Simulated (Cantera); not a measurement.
A closed system holds: 1 mol Al(CH3)3, 1.7 mol O2, 3.8 mol H2, 71 mol N2, at 1798 K and 23.0 mbar.

Equilibrium computed with Cantera from the NASA thermochemical tables; the gas is ideal and each condensed phase is pure. Candidate condensed phases: Al, AlN, Al2O3, C, C6H6, C7H8, C8H18, H2O; 148 gas species. The feed counts by its element totals alone. Mutual solubility and eutectic melting of coexisting phases are not modelled. The numbers say what is thermodynamically allowed, not how fast it happens.

Base state: N2 0.862, H2 0.101, CO 0.0366, H 0.000737, Al 8.86e-5, Al2O 2.04e-5, HCN 1.92e-5 (mole fractions); condensed: AlN(s) + Al2O3(s).

### Question
What changes in the equilibrium state with this change: pressure from 23.0 mbar to 4.30 mbar?

### Answer
| species | before | after |
|---|---|---|
| N2 | 0.862 | 0.860 |
| H2 | 0.101 | 0.100 |
| CO | 0.0366 | 0.0365 |
| Al | 8.86e-5 | 0.00110 |
| H | 0.000737 | 0.00170 |
| Al2O | 2.04e-5 | 0.000334 |
| AlH | 1.95e-6 | 1.04e-5 |
| AlN(s), mol | 0.723 | 0.605 |
| Al2O3(s), mol | 0.133 | 0.124 |
